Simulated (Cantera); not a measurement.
Cantera run:

```python
import numpy as np
import cantera as ct

gas_names = """
    O2 CrO3 CO2
""".split()
cond_names = """
    Cr(cr) Cr(L) C(gr) Ta(cr) Ta(L) Ta2O5(s) Ta2O5(L) Li(cr) Li(L) Li2O(s) Li2O(L)
""".split()


# ... load() reads the species with a 1 bar reference pressure and builds the phases ...
species = {s.name: s for s in load("nasa_gas.yaml", gas_names) + load("nasa_condensed.yaml", cond_names)}
# Each term lists the table entries of one substance; the one whose range holds T is used.
reactions = {
    '0.6667 Cr + O2(g) = 0.6667 CrO3(g)':
        [(-0.6666666666666666, ['Cr(cr)', 'Cr(L)']), (-1, ['O2']), (0.6666666666666666, ['CrO3'])],
    'C + O2(g) = CO2(g)':
        [(-1, ['C(gr)']), (-1, ['O2']), (1, ['CO2'])],
    '0.8 Ta + O2(g) = 0.4 Ta2O5':
        [(-0.8, ['Ta(cr)', 'Ta(L)']), (-1, ['O2']), (0.4, ['Ta2O5(s)', 'Ta2O5(L)'])],
    '4 Li + O2(g) = 2 Li2O':
        [(-4, ['Li(cr)', 'Li(L)']), (-1, ['O2']), (2, ['Li2O(s)', 'Li2O(L)'])],
}


def pick(names, T):
    return next(species[n] for n in names if species[n].thermo.min_temp <= T <= species[n].thermo.max_temp)


results = []
for label, terms in reactions.items():
    print(label)
    print("     T/K   dH/kJ  dS/(J/K)   dG/kJ   log10 K")
    for T in [823, 1023, 1223, 1423, 1623, 1823, 2023]:
        used = [(nu, pick(names, T)) for nu, names in terms]
        dH = sum(nu * s.thermo.h(T) for nu, s in used) / 1e6
        dS = sum(nu * s.thermo.s(T) for nu, s in used) / 1e3
        dG = dH - T * dS / 1e3
        logK = -dG * 1e6 / (ct.gas_constant * T * np.log(10))
        results.append((label, T, dH, dS, dG, logK, [s.name for _, s in used]))
        print(f"{T:8g} {dH:8.1f} {dS:8.1f} {dG:8.1f} {logK:8.2f}")
```

Result:

```
0.6667 Cr + O2(g) = 0.6667 CrO3(g)
     T/K   dH/kJ  dS/(J/K)   dG/kJ   log10 K
     823   -196.9    -47.1   -158.2    10.04
    1023   -197.5    -47.7   -148.7     7.59
    1223   -198.5    -48.6   -139.1     5.94
    1423   -200.0    -49.7   -129.2     4.74
    1623   -202.0    -51.1   -119.2     3.83
    1823   -204.7    -52.6   -108.8     3.12
    2023   -208.0    -54.3    -98.1     2.53
C + O2(g) = CO2(g)
     T/K   dH/kJ  dS/(J/K)   dG/kJ   log10 K
     823   -394.2      1.7   -395.6    25.11
    1023   -394.7      1.2   -395.9    20.21
    1223   -395.1      0.8   -396.1    16.92
    1423   -395.5      0.5   -396.2    14.54
    1623   -395.9      0.2   -396.3    12.75
    1823   -396.4     -0.0   -396.3    11.36
    2023   -396.9     -0.3   -396.3    10.23
0.8 Ta + O2(g) = 0.4 Ta2O5
     T/K   dH/kJ  dS/(J/K)   dG/kJ   log10 K
     823   -812.6   -170.8   -672.1    42.66
    1023   -809.6   -167.5   -638.3    32.59
    1223   -806.3   -164.6   -605.1    25.84
    1423   -803.0   -162.0   -572.4    21.01
    1623   -799.6   -159.8   -540.3    17.39
    1823   -796.2   -157.8   -508.5    14.57
    2023   -792.9   -156.1   -477.1    12.32
4 Li + O2(g) = 2 Li2O
     T/K   dH/kJ  dS/(J/K)   dG/kJ   log10 K
     823  -1211.9   -279.6   -981.7    62.31
    1023  -1207.6   -275.9   -925.3    47.25
    1223  -1201.9   -270.9   -870.7    37.19
    1423  -1194.8   -265.5   -817.0    29.99
    1623  -1187.0   -260.4   -764.4    24.60
    1823  -1179.0   -255.7   -712.8    20.42
    2023  -1054.0   -188.0   -673.6    17.39
```

Standard-state values (1 bar) from the NASA 1993 polynomials, evaluated with Cantera. Condensed species are held in their standard states even where they would react or evaporate.
